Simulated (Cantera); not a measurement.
Cantera run, input and output.

```python
import numpy as np
import cantera as ct

gas = ct.Solution("gri30.yaml")
gas.TPX = 1175, 2666, {'H2': 0.024, 'O2': 1, 'N2': 0.24}
reactor = ct.IdealGasConstPressureReactor(gas, energy="off", clone=False)
net = ct.ReactorNet([reactor])
net.rtol, net.atol = 1e-08, 1e-18
show = ['H2', 'O2', 'H2O', 'OH', 'NO']
times = np.geomspace(0.0007, 1, 11)

steps = ct.SolutionArray(gas, extra=["t"])
rows = []
print(f"{'t/s':>10s}{'T/K':>9s}{'P/Pa':>11s}" + "".join(f"{s:>11s}" for s in show))
for t in times:
    while net.time < t:
        t_next = net.step()
        steps.append(gas.state, t=t_next)
    rows.append([np.interp(t, steps.t, y) for y in (steps.T, steps.P, *steps(*show).X.T)])
    print(f"{t:10.3e}{rows[-1][0]:9.1f}{rows[-1][1]:11.4g}" + "".join(f"{x:11.3e}" for x in rows[-1][2:]))
rate = np.gradient(steps.T, steps.t)
print("integrator steps:", len(steps.t))
if steps.T.max() > steps.T[0] + 200:
    print(f"time of steepest temperature rise: {steps.t[rate.argmax()]:.4e} s")
gas.TPX = 1175, 2666, {'H2': 0.024, 'O2': 1, 'N2': 0.24}
gas.equilibrate("TP")
print(f"equilibrium (TP): T = {gas.T:.1f} K  " + "  ".join(f"{s} {gas[s].X[0]:.3e}" for s in show))
```

Result:

```
       t/s      T/K       P/Pa         H2         O2        H2O         OH         NO
 7.000e-04   1175.0       2666  1.899e-02  7.911e-01  1.643e-07  9.241e-08  2.196e-18
 1.447e-03   1175.0       2666  1.897e-02  7.911e-01  1.387e-05  7.254e-06  5.205e-16
 2.993e-03   1175.0       2666  4.840e-03  7.799e-01  1.151e-02  2.766e-03  1.008e-09
 6.188e-03   1175.0       2666  1.739e-04  7.770e-01  1.749e-02  1.253e-03  1.426e-08
 1.280e-02   1175.0       2666  1.250e-04  7.799e-01  1.792e-02  1.074e-03  2.938e-08
 2.646e-02   1175.0       2666  7.725e-05  7.835e-01  1.838e-02  8.444e-04  4.202e-08
 5.471e-02   1175.0       2666  3.593e-05  7.865e-01  1.874e-02  5.766e-04  4.826e-08
 1.131e-01   1175.0       2666  1.269e-05  7.881e-01  1.896e-02  3.442e-04  5.024e-08
 2.339e-01   1175.0       2666  3.747e-06  7.888e-01  1.906e-02  1.886e-04  5.091e-08
 4.836e-01   1175.0       2666  1.045e-06  7.890e-01  1.912e-02  1.005e-04  5.122e-08
 1.000e+00   1175.0       2666  3.019e-07  7.891e-01  1.914e-02  5.450e-05  5.140e-08
integrator steps: 1341
equilibrium (TP): T = 1175.0 K  H2 9.942e-10  O2 7.891e-01  H2O 1.917e-02  OH 3.202e-06  NO 1.547e-04
```

Model: GRI-Mech 3.0 (53 species, 325 reactions), integrated in Cantera. Radical loss at walls, strong at low pressure, is not modelled.
